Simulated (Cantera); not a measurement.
Input: 1 mol C2H2, 18 mol H2, 0.14 mol H2O, equilibrated at 923 K and 1 atm.

Method: chemical equilibrium by Gibbs-energy minimisation in Cantera with the NASA 1993 tables (ideal gas, pure condensed phases). Candidate condensed phases: C, C6H6, C7H8, C8H18, H2O; 110 gas species. Equilibrium is a limit: real reactors are often held back by kinetics, nucleation or transport.

Base state: H2 0.878, CH4 0.114, H2O 0.00554, CO 0.00252, CO2 3.25e-5 (mole fractions); condensed: gas only.

Q: What changes in the equilibrium state with this change: pressure from 1 atm to 19.0 mbar?

A: 
| species | before | after |
|---|---|---|
| H2 | 0.878 | 0.988 |
| CO | 0.00252 | 0.00708 |
| CH4 | 0.114 | 0.00432 |
| H2O | 0.00554 | 0.000205 |
| CO2 | 3.25e-5 | 3.01e-6 |
| C(graphite), mol | 0 | 1.78 |

Q: What changes in the equilibrium state with this change: pressure from 1 atm to 60.0 mbar?

A: 
```json
[
 {"species": "H2", "before": "0.878", "after": "0.979"},
 {"species": "CH4", "before": "0.114", "after": "0.0134"},
 {"species": "CO", "before": "0.00252", "after": "0.00673"},
 {"species": "H2O", "before": "0.00554", "after": "0.000611"},
 {"species": "CO2", "before": "3.25e-5", "after": "8.59e-6"},
 {"species": "C(graphite), mol", "before": "0", "after": "1.62"}
]
```
